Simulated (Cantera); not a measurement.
Cantera run:

```python
import numpy as np
import cantera as ct

gas_names = """
    Cu CuO Cu2 H HO2 H2 H2O H2O2 O OH O2 O3
""".split()
cond_names = """
    Cu(cr) Cu(L) CuO(s) CuO2H2(s) Cu2O(s) Cu2O(L) H2O(s) H2O(L)
""".split()


# ... load() reads the species with a 1 bar reference pressure and builds the phases ...
atoms = {
    'Cu2O': {'Cu': 2, 'O': 1},
    'H2': {'H': 2},
    'H2O': {'H': 2, 'O': 1},
}
top_T = {'CuO(s)': 1390}  # K; cautious upper limits of use, not melting points


# ... equilibrate(T, P, feed) seeds the gas with the atoms and calls Mixture.equilibrate('TP', solver="vcs", rtol=1e-11, max_steps=5000) ...
results = []
feed = {'Cu2O': 1, 'H2': 1.1, 'H2O': 0.78}  # mol
P = 120000  # Pa
for T in [1100, 1200, 1300, 1400, 1500, 1600, 1700, 1800, 1900, 2000, 2100, 2200]:
    mix = equilibrate(T, P, feed)
    results.append((T, P, feed, dict(zip(mix.species_names, mix.species_moles))))

top = {s: max(r[3][s] / sum(r[3][g] for g in gas_names) for r in results) for s in gas_names}
cols = sorted((s for s in top if top[s] > 0.001), key=lambda s: -top[s])[:5]
seen = [c for c in cond_names if any(r[3].get(c, 0) > 1e-12 for r in results)]
print("log10 of partial pressures in bar; condensed amounts in mol")
print(f"{'T/K':>10s}" + "".join(f"{s[:9]:>10s}" for s in cols + seen))
for T, P, feed, n in results:
    ng = sum(n[g] for g in gas_names)
    print(f"{T:10.4g}" + "".join(f"{np.log10(max(n[s] / ng * P / 1e5, 1e-99)):10.3f}" for s in cols)
          + "".join(f"{n.get(c, 0):10.4g}" for c in seen))
```

Result:

```
log10 of partial pressures in bar; condensed amounts in mol
       T/K       H2O        H2        Cu        OH         H    Cu(cr)     Cu(L)
      1100     0.055    -1.195    -9.225    -9.285    -8.185         2         0
      1200     0.055    -1.195    -7.911    -8.149    -7.302         2         0
      1300     0.055    -1.195    -6.802    -7.187    -6.554         2         0
      1400     0.055    -1.195    -5.870    -6.362    -5.910         0         2
      1500     0.055    -1.195    -5.085    -5.646    -5.352         0         2
      1600     0.055    -1.195    -4.401    -5.019    -4.862         0         2
      1700     0.055    -1.195    -3.799    -4.466    -4.429         0         2
      1800     0.055    -1.195    -3.266    -3.974    -4.044         0     1.999
      1900     0.055    -1.195    -2.792    -3.534    -3.698         0     1.997
      2000     0.053    -1.195    -2.366    -3.138    -3.386         0     1.993
      2100     0.050    -1.195    -1.982    -2.783    -3.104         0     1.983
      2200     0.044    -1.192    -1.635    -2.465    -2.845         0     1.962
```

Cantera equilibrium calculation (NASA polynomials, part measured and part estimated; ideal gas, pure solids and liquids).
